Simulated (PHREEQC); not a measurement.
Solution (20 °C): 0.0068 mol/kgw Cu(NO3)2, 0.00052 mol/kgw HBF4 and 0.026 mol/kgw KCl. Closed to the air; pH follows from the charge balance.

Equilibrium calculation in PHREEQC: ion-association model, wateq4f.dat.

No solid was allowed to form.

Order these B species by the share of B that they hold, largest first: H3BO3, BF4-, BF2(OH)2-, BF3OH-.

H3BO3 (90 %), BF4- (5.4 %), BF2(OH)2- (2.4 %), BF3OH- (1.9 %)

The pH is 3.05 and the ionic strength 0.0470 mol/kgw. Species that the database lacks are ignored. Real BF4- forms and hydrolyses slowly; the run takes it at equilibrium.
